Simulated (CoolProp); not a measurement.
Vapour-liquid equilibrium of acetone (1) + toluene (2) at 417.7 K; x and y are mole fractions of (1).

Values from CoolProp's multi-fluid Helmholtz-energy mixture model, Lemmon 2006 and Lemmon 2006; pair parameters Bell 2016.

Give the bubble pressure and the first vapour's composition at x = 0.35, 0.5, 0.65. Is there an azeotrope?

x = 0.35: 5.610 bar, y = 0.668; x = 0.5: 6.687 bar, y = 0.766; x = 0.65: 7.725 bar, y = 0.844. No azeotrope shows between x = 0.05 and 0.95.

The pair parameters rest on a limited set of measurements; away from them the model extrapolates.
